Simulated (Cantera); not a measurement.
An adiabatic, constant-pressure homogeneous reactor starts with CH4 : O2 : N2 = 1 : 3.08 : 11.6 (molar parts), equivalence ratio 0.65, at 1650 K and 1.00 bar. Integrator tolerance rtol = 1e-08.

Detailed kinetics in Cantera: GRI-Mech 3.0 (53 species, 325 reactions).

Task: What does this change do: pressure from 1.00 bar to 16.0 bar?

Result: 
```tsv
quantity	before	after
time of steepest temperature rise	0.291 ms	30.9 µs
temperature at 0.200 s	2633 K	2756 K
equilibrium temperature	2633 K	2756 K
x(CH4) at 0.200 s	<1e-12 (gas-phase equilibrium <1e-12)	<1e-12 (gas-phase equilibrium <1e-12)
x(O2) at 0.200 s	0.0627 (gas-phase equilibrium 0.0627)	0.0599 (gas-phase equilibrium 0.0599)
x(H2) at 0.200 s	0.00487 (gas-phase equilibrium 0.00487)	0.00222 (gas-phase equilibrium 0.00222)
x(CH2CO) at 0.200 s	<1e-12 (gas-phase equilibrium <1e-12)	<1e-12 (gas-phase equilibrium <1e-12)
x(OH) at 0.200 s	0.0167 (gas-phase equilibrium 0.0167)	0.0119 (gas-phase equilibrium 0.0119)
```
The pressure lies above the range GRI-Mech 3.0 was tuned for (to about 10 atm).

Task: What does this change do: pressure from 1.00 bar to 3.40 bar?

Result: 
| quantity | before | after |
|---|---|---|
| time of steepest temperature rise | 0.291 ms | 0.106 ms |
| temperature at 0.200 s | 2633 K | 2693 K |
| equilibrium temperature | 2633 K | 2693 K |
| x(CH4) at 0.200 s | <1e-12 (gas-phase equilibrium <1e-12) | <1e-12 (gas-phase equilibrium <1e-12) |
| x(O2) at 0.200 s | 0.0627 (gas-phase equilibrium 0.0627) | 0.0613 (gas-phase equilibrium 0.0613) |
| x(H2) at 0.200 s | 0.00487 (gas-phase equilibrium 0.00487) | 0.00356 (gas-phase equilibrium 0.00356) |
| x(CH2CO) at 0.200 s | <1e-12 (gas-phase equilibrium <1e-12) | <1e-12 (gas-phase equilibrium <1e-12) |
| x(OH) at 0.200 s | 0.0167 (gas-phase equilibrium 0.0167) | 0.0147 (gas-phase equilibrium 0.0147) |
